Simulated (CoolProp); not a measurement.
R125 along the isotherm 98.35 °C: fugacity coefficient from the reference equation and from simpler models built on Tc = 66.0 °C, pc = 3.618 MPa, ω = 0.305; each cubic takes its own stable root.

Values from CoolProp's reference Helmholtz-energy equation of state, Lemmon 2005.

```csv
p (MPa),phase,reference,van der Waals,Redlich-Kwong,Soave-Redlich-Kwong,Peng-Robinson
1.21,gas,0.9183,0.9212,0.9144,0.9193,0.9088
2.41,gas,0.8400,0.8437,0.8325,0.8424,0.8240
3.62,supercritical,0.7633,0.7650,0.7524,0.7676,0.7434
4.82,supercritical,0.6890,0.6830,0.6743,0.6961,0.6684
6.03,supercritical,0.6169,0.6035,0.5999,0.6286,0.5994
7.24,supercritical,0.5544,0.5449,0.5401,0.5715,0.5419
8.44,supercritical,0.5060,0.5030,0.4952,0.5272,0.4971
9.65,supercritical,0.4683,0.4717,0.4606,0.4925,0.4619
10.9,supercritical,0.4380,0.4476,0.4329,0.4645,0.4333
12.1,supercritical,0.4149,0.4300,0.4120,0.4432,0.4113
13.3,supercritical,0.3963,0.4165,0.3951,0.4260,0.3935
14.5,supercritical,0.3812,0.4062,0.3815,0.4121,0.3787
15.7,supercritical,0.3688,0.3984,0.3703,0.4007,0.3666
16.9,supercritical,0.3585,0.3927,0.3612,0.3914,0.3564
18.1,supercritical,0.3500,0.3887,0.3537,0.3838,0.3479
```
